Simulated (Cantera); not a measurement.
Input: 1 mol Si, 0.77 mol HCl, 7.1 mol H₂, held at 1250 K and 1.00 bar.

Method: chemical equilibrium by Gibbs-energy minimisation in Cantera with the NASA 1993 tables (ideal gas, pure condensed phases). Candidate condensed phases: Si; 19 gas species. The tables' values for SiCl₃ are old estimates; treat these amounts as uncertain. The numbers say what is thermodynamically allowed, not how fast it happens.

Base state: H₂ 0.946, HCl 0.0333, SiHCl₃ 0.00760, SiCl₄ 0.00752, SiCl₂ 0.00295, SiCl₃ 0.00176, SiH₂Cl₂ 0.00105, SiH₃Cl 3.99e-5 (mole fractions); condensed: Si(s).

Question: What changes in the equilibrium state with this change: temperature from 1250 K to 623.15 K?

Answer: 
```json
[
 {"species": "H₂", "before": "0.946", "after": "0.971"},
 {"species": "SiHCl₃", "before": "0.00760", "after": "0.0150"},
 {"species": "SiCl₄", "before": "0.00752", "after": "0.0134"},
 {"species": "HCl", "before": "0.0333", "after": "4.02e-5"},
 {"species": "SiCl₂", "before": "0.00295", "after": "<1e-9"},
 {"species": "SiCl₃", "before": "0.00176", "after": "1.08e-7"},
 {"species": "Si(s), mol", "before": "0.838", "after": "0.775"}
]
```
